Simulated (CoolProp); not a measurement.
c-C4F8 (RC318) along the isobar 10.9 MPa: Z from the reference equation and from simpler models built on Tc = 388.4 K, pc = 2.778 MPa, ω = 0.355; each cubic takes its own stable root.

Values from CoolProp's reference Helmholtz-energy equation of state, Platzer 1990. This equation is an older, rougher fit; its heat capacities, sound speeds and derivatives of the liquid may be far off and weren't checked against measurements.

```json
[
 {"T (K)": "297.1", "phase": "liquid", "reference": "0.5646", "van der Waals": "0.8414", "Redlich-Kwong": "0.6077", "Soave-Redlich-Kwong": "[?]", "Peng-Robinson": "0.5217"},
 {"T (K)": "309.8", "phase": "liquid", "reference": "0.5563", "van der Waals": "0.8205", "Redlich-Kwong": "0.5981", "Soave-Redlich-Kwong": "0.5782", "Peng-Robinson": "0.5141"},
 {"T (K)": "322.6", "phase": "liquid", "reference": "0.5499", "van der Waals": "0.8019", "Redlich-Kwong": "0.5906", "Soave-Redlich-Kwong": "0.5720", "Peng-Robinson": "0.5088"},
 {"T (K)": "335.3", "phase": "liquid", "reference": "0.5454", "van der Waals": "0.7856", "Redlich-Kwong": "0.5850", "Soave-Redlich-Kwong": "0.5683", "Peng-Robinson": "0.5060"},
 {"T (K)": "348.1", "phase": "liquid", "reference": "0.5429", "van der Waals": "0.7713", "Redlich-Kwong": "0.5814", "Soave-Redlich-Kwong": "0.5672", "Peng-Robinson": "[?]"},
 {"T (K)": "360.8", "phase": "liquid", "reference": "0.5425", "van der Waals": "0.7590", "Redlich-Kwong": "0.5797", "Soave-Redlich-Kwong": "0.5689", "Peng-Robinson": "0.5079"},
 {"T (K)": "373.6", "phase": "liquid", "reference": "[?]", "van der Waals": "0.7483", "Redlich-Kwong": "0.5800", "Soave-Redlich-Kwong": "[?]", "Peng-Robinson": "0.5132"},
 {"T (K)": "386.3", "phase": "liquid", "reference": "0.5488", "van der Waals": "0.7395", "Redlich-Kwong": "0.5822", "Soave-Redlich-Kwong": "0.5812", "Peng-Robinson": "0.5216"},
 {"T (K)": "399.1", "phase": "supercritical", "reference": "0.5561", "van der Waals": "0.7322", "Redlich-Kwong": "0.5864", "Soave-Redlich-Kwong": "0.5923", "Peng-Robinson": "0.5336"},
 {"T (K)": "411.8", "phase": "supercritical", "reference": "[?]", "van der Waals": "0.7265", "Redlich-Kwong": "0.5926", "Soave-Redlich-Kwong": "0.6071", "Peng-Robinson": "0.5492"},
 {"T (K)": "424.6", "phase": "supercritical", "reference": "0.5808", "van der Waals": "0.7223", "Redlich-Kwong": "0.6009", "Soave-Redlich-Kwong": "0.6257", "Peng-Robinson": "0.5688"},
 {"T (K)": "437.3", "phase": "supercritical", "reference": "[?]", "van der Waals": "[?]", "Redlich-Kwong": "0.6111", "Soave-Redlich-Kwong": "0.6478", "Peng-Robinson": "0.5920"},
 {"T (K)": "450.1", "phase": "supercritical", "reference": "0.6206", "van der Waals": "0.7184", "Redlich-Kwong": "0.6234", "Soave-Redlich-Kwong": "0.6734", "Peng-Robinson": "0.6187"}
]
```

Task: Some entries are withheld; supply them.

Result: 
- 297.1, Soave-Redlich-Kwong: 0.5869
- 348.1, Peng-Robinson: 0.5056
- 373.6, reference: 0.5444
- 373.6, Soave-Redlich-Kwong: 0.5735
- 411.8, reference: 0.5666
- 437.3, reference: 0.5987
- 437.3, van der Waals: 0.7196
